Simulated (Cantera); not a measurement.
NO annealing gas

An isothermal, constant-pressure homogeneous reactor starts with 16.9 % NO, 83.1 % N2, at 2048 K and 20.0 Torr.

Cantera simulation using GRI-Mech 3.0 (53 species, 325 reactions); the numbers are that mechanism's predictions, not measurements. Radical loss at walls, strong at low pressure, is not modelled.

```json
[
 {"t (s)": "3.00e-5", "x NO": "0.169", "x N2O": "3.75e-8", "x O2": "4.85e-12", "x O": "3.76e-8", "x NO2": "5.31e-12", "x N2": "0.831"},
 {"t (s)": "0.000188", "x NO": "0.169", "x N2O": "2.33e-7", "x O2": "1.91e-10", "x O": "2.36e-7", "x NO2": "2.03e-10", "x N2": "0.831"},
 {"t (s)": "0.00117", "x NO": "0.169", "x N2O": "1.39e-6", "x O2": "7.62e-9", "x O": "1.53e-6", "x NO2": "6.77e-9", "x N2": "0.831"},
 {"t (s)": "0.00733", "x NO": "0.169", "x N2O": "6.70e-6", "x O2": "3.43e-7", "x O": "1.15e-5", "x NO2": "1.38e-7", "x N2": "0.831"},
 {"t (s)": "0.0458", "x NO": "0.169", "x N2O": "1.33e-5", "x O2": "1.93e-5", "x O": "9.60e-5", "x NO2": "1.37e-6", "x N2": "0.831"},
 {"t (s)": "0.286", "x NO": "0.168", "x N2O": "1.21e-5", "x O2": "0.000722", "x O": "0.000377", "x NO2": "4.58e-6", "x N2": "0.831"},
 {"t (s)": "1.79", "x NO": "0.152", "x N2O": "9.10e-6", "x O2": "0.00858", "x O": "0.000660", "x NO2": "8.33e-6", "x N2": "0.839"},
 {"t (s)": "11.2", "x NO": "0.0519", "x N2O": "9.16e-7", "x O2": "0.0580", "x O": "0.00144", "x NO2": "7.08e-6", "x N2": "0.889"},
 {"t (s)": "70.0", "x NO": "0.00588", "x N2O": "5.76e-8", "x O2": "0.0809", "x O": "0.00168", "x NO2": "9.48e-7", "x N2": "0.912"}
]
```
x: mole fraction; the columns are a selection and need not sum to one.

Equilibrium at this temperature and pressure: NO 0.00584, N2O 5.75e-8, O2 0.0809, O 0.00168, NO2 9.42e-7, N2 0.912 (gas phase only).
